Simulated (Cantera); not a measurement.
What does this Cantera script print?

```python
import numpy as np
import cantera as ct

gas = ct.Solution("gri30.yaml")
gas.TPX = 1950, 101325, {'C3H8': 1, 'H2': 1.8}
reactor = ct.IdealGasConstPressureReactor(gas, energy="off", clone=False)
net = ct.ReactorNet([reactor])
net.rtol, net.atol = 1e-08, 1e-18
show = ['C3H8', 'H2', 'C2H2', 'C2H4', 'CH3', 'C2H6', 'C2H']
times = np.geomspace(8e-06, 7, 14)

steps = ct.SolutionArray(gas, extra=["t"])
rows = []
print(f"{'t/s':>10s}{'T/K':>9s}{'P/Pa':>11s}" + "".join(f"{s:>11s}" for s in show))
for t in times:
    while net.time < t:
        t_next = net.step()
        steps.append(gas.state, t=t_next)
    rows.append([np.interp(t, steps.t, y) for y in (steps.T, steps.P, *steps(*show).X.T)])
    print(f"{t:10.3e}{rows[-1][0]:9.1f}{rows[-1][1]:11.4g}" + "".join(f"{x:11.3e}" for x in rows[-1][2:]))
rate = np.gradient(steps.T, steps.t)
print("integrator steps:", len(steps.t))
if steps.T.max() > steps.T[0] + 200:
    print(f"time of steepest temperature rise: {steps.t[rate.argmax()]:.4e} s")
gas.TPX = 1950, 101325, {'C3H8': 1, 'H2': 1.8}
gas.equilibrate("TP")
print(f"equilibrium (TP): T = {gas.T:.1f} K  " + "  ".join(f"{s} {gas[s].X[0]:.3e}" for s in show))
```

Result:

```
       t/s      T/K       P/Pa       C3H8         H2       C2H2       C2H4        CH3       C2H6        C2H
 8.000e-06   1950.0  1.013e+05  1.357e-04  5.396e-01  1.037e-01  1.298e-01  1.363e-02  3.777e-03  5.387e-06
 2.292e-05   1950.0  1.013e+05  1.862e-06  5.707e-01  1.543e-01  7.377e-02  5.395e-03  6.187e-04  3.487e-06
 6.565e-05   1950.0  1.013e+05  5.389e-07  5.968e-01  1.936e-01  2.759e-02  3.858e-03  2.847e-04  3.425e-06
 1.881e-04   1950.0  1.013e+05  3.593e-07  6.228e-01  2.168e-01  5.281e-03  3.548e-03  2.282e-04  4.133e-06
 5.388e-04   1950.0  1.013e+05  1.392e-07  6.564e-01  2.292e-01  2.957e-03  2.614e-03  1.213e-04  4.461e-06
 1.543e-03   1950.0  1.013e+05  2.577e-08  6.940e-01  2.421e-01  2.006e-03  1.491e-03  3.855e-05  4.839e-06
 4.421e-03   1950.0  1.013e+05  2.837e-09  7.200e-01  2.507e-01  1.723e-03  6.734e-04  7.885e-06  5.154e-06
 1.267e-02   1950.0  1.013e+05  4.648e-10  7.316e-01  2.545e-01  1.694e-03  2.895e-04  1.662e-06  5.317e-06
 3.628e-02   1950.0  1.013e+05  2.320e-10  7.347e-01  2.555e-01  1.697e-03  1.837e-04  8.320e-07  5.362e-06
 1.039e-01   1950.0  1.013e+05  2.209e-10  7.349e-01  2.555e-01  1.697e-03  1.772e-04  7.930e-07  5.365e-06
 2.978e-01   1950.0  1.013e+05  2.209e-10  7.349e-01  2.555e-01  1.697e-03  1.772e-04  7.930e-07  5.365e-06
 8.530e-01   1950.0  1.013e+05  2.209e-10  7.349e-01  2.555e-01  1.697e-03  1.772e-04  7.930e-07  5.365e-06
 2.444e+00   1950.0  1.013e+05  2.209e-10  7.349e-01  2.555e-01  1.697e-03  1.772e-04  7.930e-07  5.365e-06
 7.000e+00   1950.0  1.013e+05  2.209e-10  7.349e-01  2.555e-01  1.697e-03  1.772e-04  7.930e-07  5.365e-06
integrator steps: 1436
equilibrium (TP): T = 1950.0 K  C3H8 2.209e-10  H2 7.349e-01  C2H2 2.555e-01  C2H4 1.697e-03  CH3 1.772e-04  C2H6 7.930e-07  C2H 5.365e-06
```

Detailed kinetics in Cantera: GRI-Mech 3.0 (53 species, 325 reactions). GRI-Mech 3.0 was tuned for natural gas; its chemistry of propane as a main component is partial and can be far from experiment. GRI-Mech 3.0 stops at C3 and has no aromatics, soot or wall deposition, so with more carbon than oxygen in the feed, carbon stays in small species such as C2H2 where larger ones or solid carbon would form.
